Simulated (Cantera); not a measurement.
Charge: 1 mol FeS2, 35 mol H2, 0.46 mol H2O, at 0.000440 bar.

Method: chemical equilibrium by Gibbs-energy minimisation in Cantera with the NASA 1993 tables (ideal gas, pure condensed phases). Candidate condensed phases: Fe, FeO, Fe(OH)2, Fe(OH)3, FeS, FeSO4, FeS2, Fe2O3, Fe2(SO4)3, Fe3O4, H2O, H2SO4, S; 22 gas species. Metal and sulfide melt together well below either melting point, which pure phases cannot show. Mutual solubility and eutectic melting of coexisting phases are not modelled. FeS: taken at fixed stoichiometry. Equilibrium is a limit: real reactors are often held back by kinetics, nucleation or transport.

### Question
Which condensed phases are stable at each of these points (T (K)): 1300, 1325, 1350, 1375, 1400, 1425, 1450, 1475?

### Answer
| T (K) | condensed phases | Fe condensed (%) |
|---|---|---|
| 1300 | FeS(s) | 100.0 |
| 1325 | FeS(s) | 100.0 |
| 1350 | FeS(s) | 100.0 |
| 1375 | FeS(s) | 99.9 |
| 1400 | FeS(s) | 99.9 |
| 1425 | Fe(γ) + FeS(s) | 99.8 |
| 1450 | Fe(γ) + FeS(s) | 99.6 |
| 1475 | Fe(γ) | 99.3 |

From 1300 K to 1400 K the condensed part is FeS(s). From 1425 K to 1450 K the condensed part is Fe(γ) + FeS(s). At 1475 K the condensed part is Fe(γ).
